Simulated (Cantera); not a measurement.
A freely propagating, adiabatic, planar premixed flame of CH₄ : CO : O₂ : N₂ : CO₂ = 1 : 0.088 : 1.36 : 4.36 : 1.6 (molar parts), unburnt at 475 K and 140000 Pa; mixture-averaged transport, grid criteria slope 0.08 and curve 0.16, no radiation.

Detailed kinetics in Cantera: GRI-Mech 3.0 (53 species, 325 reactions). Burning velocities carry a grid error of a few per cent, more on coarse grids.

x: mole fraction of selected species; z is measured from the peak of heat release.

```json
[
 {"z (mm)": "-5.70", "T (K)": "478", "u (m/s)": "0.0700", "x CH₄": "0.118", "x CO": "0.0105", "x O₂": "0.161", "x OH": "<1e-8", "x C₂H₂": "5.80e-7", "x N₂O": "<1e-8"},
 {"z (mm)": "-3.80", "T (K)": "489", "u (m/s)": "0.0719", "x CH₄": "0.116", "x CO": "0.0110", "x O₂": "0.159", "x OH": "<1e-8", "x C₂H₂": "3.47e-6", "x N₂O": "<1e-8"},
 {"z (mm)": "-2.85", "T (K)": "521", "u (m/s)": "0.0771", "x CH₄": "0.112", "x CO": "0.0126", "x O₂": "0.155", "x OH": "<1e-8", "x C₂H₂": "1.50e-5", "x N₂O": "<1e-8"},
 {"z (mm)": "-1.90", "T (K)": "…", "u (m/s)": "0.0971", "x CH₄": "…", "x CO": "…", "x O₂": "…", "x OH": "<1e-8", "x C₂H₂": "…", "x N₂O": "<1e-8"},
 {"z (mm)": "-0.949", "T (K)": "1026", "u (m/s)": "0.156", "x CH₄": "0.0643", "x CO": "0.0438", "x O₂": "0.0969", "x OH": "2.55e-7", "x C₂H₂": "0.000374", "x N₂O": "<1e-8"},
 {"z (mm)": "-0.475", "T (K)": "1330", "u (m/s)": "0.205", "x CH₄": "0.0363", "x CO": "0.0665", "x O₂": "0.0584", "x OH": "4.55e-6", "x C₂H₂": "0.000739", "x N₂O": "1.40e-8"},
 {"z (mm)": "0", "T (K)": "1610", "u (m/s)": "0.250", "x CH₄": "0.0114", "x CO": "0.0912", "x O₂": "0.0206", "x OH": "4.69e-5", "x C₂H₂": "0.00162", "x N₂O": "1.70e-8"},
 {"z (mm)": "0.475", "T (K)": "1728", "u (m/s)": "0.270", "x CH₄": "0.00334", "x CO": "0.104", "x O₂": "0.00496", "x OH": "8.63e-5", "x C₂H₂": "0.00175", "x N₂O": "<1e-8"},
 {"z (mm)": "0.949", "T (K)": "1758", "u (m/s)": "0.275", "x CH₄": "0.00182", "x CO": "0.108", "x O₂": "0.00148", "x OH": "6.57e-5", "x C₂H₂": "0.00145", "x N₂O": "<1e-8"},
 {"z (mm)": "1.90", "T (K)": "1769", "u (m/s)": "0.277", "x CH₄": "0.00125", "x CO": "0.110", "x O₂": "0.000287", "x OH": "3.12e-5", "x C₂H₂": "0.00118", "x N₂O": "<1e-8"},
 {"z (mm)": "3.80", "T (K)": "1770", "u (m/s)": "0.277", "x CH₄": "0.000998", "x CO": "0.111", "x O₂": "3.98e-5", "x OH": "1.65e-5", "x C₂H₂": "0.000982", "x N₂O": "<1e-8"},
 {"z (mm)": "7.60", "T (K)": "1769", "u (m/s)": "0.277", "x CH₄": "…", "x CO": "0.113", "x O₂": "…", "x OH": "1.37e-5", "x C₂H₂": "…", "x N₂O": "<1e-8"},
 {"z (mm)": "15.2", "T (K)": "1766", "u (m/s)": "0.277", "x CH₄": "0.000493", "x CO": "0.115", "x O₂": "4.84e-8", "x OH": "1.30e-5", "x C₂H₂": "0.000439", "x N₂O": "<1e-8"}
]
```

Question: Fill in the missing entries.

Answer: 
- -1.90, T (K): 649
- -1.90, x CH₄: 0.0993
- -1.90, x CO: 0.0196
- -1.90, x O₂: 0.141
- -1.90, x C₂H₂: 8.11e-5
- 7.60, x CH₄: 0.000765
- 7.60, x O₂: 2.47e-6
- 7.60, x C₂H₂: 0.000744
